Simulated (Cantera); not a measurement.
Cantera with NASA thermochemical tables; ideal gases at 1 bar, condensed phases pure. Values are per mole of reaction as written; species without (g) are pure solids or liquids, kept so even where they would boil at 1 bar.

Ti + 4 Cl(g) = TiCl₄(g)

```json
[
 {"T (K)": "2223", "ΔH° (kJ)": "?", "ΔS° (J/K)": "?", "ΔG° (kJ)": "?", "log10 K": "?"},
 {"T (K)": "2248", "ΔH° (kJ)": "-1298.0", "ΔS° (J/K)": "-378.8", "ΔG° (kJ)": "-446.5", "log10 K": "10.37"},
 {"T (K)": "2273", "ΔH° (kJ)": "?", "ΔS° (J/K)": "?", "ΔG° (kJ)": "?", "log10 K": "?"},
 {"T (K)": "2298", "ΔH° (kJ)": "?", "ΔS° (J/K)": "?", "ΔG° (kJ)": "?", "log10 K": "?"},
 {"T (K)": "2323", "ΔH° (kJ)": "-1299.8", "ΔS° (J/K)": "-379.6", "ΔG° (kJ)": "-418.0", "log10 K": "9.40"},
 {"T (K)": "2348", "ΔH° (kJ)": "-1300.4", "ΔS° (J/K)": "-379.8", "ΔG° (kJ)": "-408.5", "log10 K": "9.09"}
]
```

Task: Fill in the missing entries.

Result: 
- 2223, ΔH° (kJ): -1297.4
- 2223, ΔS° (J/K): -378.5
- 2223, ΔG° (kJ): -455.9
- 2223, log10 K: 10.71
- 2273, ΔH° (kJ): -1298.6
- 2273, ΔS° (J/K): -379.1
- 2273, ΔG° (kJ): -437.0
- 2273, log10 K: 10.04
- 2298, ΔH° (kJ): -1299.2
- 2298, ΔS° (J/K): -379.3
- 2298, ΔG° (kJ): -427.5
- 2298, log10 K: 9.72
